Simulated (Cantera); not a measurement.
A perfectly stirred reactor is fed with CH₄ : O₂ : N₂ = 0.024 : 0.017 : 1 (molar parts), at 8.20 bar; it is held at 1175 K, and followed from long to short residence time.

Cantera simulation using GRI-Mech 3.0 (53 species, 325 reactions); the numbers are that mechanism's predictions, not measurements.

**Question.** Predict: x(CH₄) at τ = 9.70 s; x(O₂) at τ = 9.70 s; x(H₂O) at τ = 9.70 s; x(HO₂) at τ = 9.70 s; x(CH₄) at τ = 44.0 ms; x(O₂) at τ = 44.0 ms; x(H₂O) at τ = 44.0 ms; x(HO₂) at τ = 44.0 ms.

**Answer.** 
```json
{
  "x(CH₄) at τ = 9.70 s": "0.0116",
  "x(O₂) at τ = 9.70 s": "0.000942",
  "x(H₂O) at τ = 9.70 s": "0.0158",
  "x(HO₂) at τ = 9.70 s": "1.28e-7",
  "x(CH₄) at τ = 44.0 ms": "0.0230",
  "x(O₂) at τ = 44.0 ms": "0.0163",
  "x(H₂O) at τ = 44.0 ms": "6.95e-5",
  "x(HO₂) at τ = 44.0 ms": "1.64e-7"
}
```
